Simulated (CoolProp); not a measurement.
The numbers come from the reference Helmholtz-energy equation of state, Lemmon 2013 in CoolProp.

For propylene, give the phase and the density (kg/m³), cv (kJ/(kg K)), speed of sound (m/s), expansivity (1/kK) at 397.7 K and 1.71 MPa.


- 397.7 K and 1.71 MPa: gas; density 24.3, cv 1.74, speed of sound 272, expansivity 3.55
